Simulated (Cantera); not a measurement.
Feed: 1 mol AlN, 59 mol HF, 0.39 mol H2, held at 0.000960 bar.

Method: chemical equilibrium by Gibbs-energy minimisation in Cantera with the NASA 1993 tables (ideal gas, pure condensed phases). Candidate condensed phases: Al, AlF3, AlN; 29 gas species. The tables' values for AlF2 are old estimates; treat these amounts as uncertain. The numbers say what is thermodynamically allowed, not how fast it happens. All values below are at 1625 °C.

Base state: HF 0.942, H2 0.0289, AlF3 0.0156, N2 0.00839, H 0.00429, AlF2 0.000958, AlF 0.000254, F 3.71e-5 (mole fractions); condensed: gas only.

What changes in the equilibrium state with this change: pressure from 0.000960 bar to 0.0100 bar?


```tsv
species	before	after
HF	0.942	0.942
H2	0.0289	0.0309
AlF3	0.0156	0.0165
H	0.00429	0.00137
AlF	0.000254	2.75e-5
F	3.71e-5	1.11e-5
AlF2	0.000958	0.000325
N2	0.00839	0.00841
```
